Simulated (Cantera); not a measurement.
Source: NASA polynomial tables (part measured, part estimated), evaluated in Cantera. Values are per mole of reaction as written; species without (g) are pure solids or liquids, kept so even where they would boil at 1 bar.

Task: Between 448 and 1248 K, where is each reaction favourable under standard conditions?
- 10 O(g) + P4(g) ⇌ P4O10(g)

Result: 
- 10 O(g) + P4(g) ⇌ P4O10(g): ΔG° is -4786 kJ at 448 K and -3567 kJ at 1248 K; it stays negative (K > 1). ΔH° is -5464 kJ and ΔS° -1520 J/K at 1248 K.
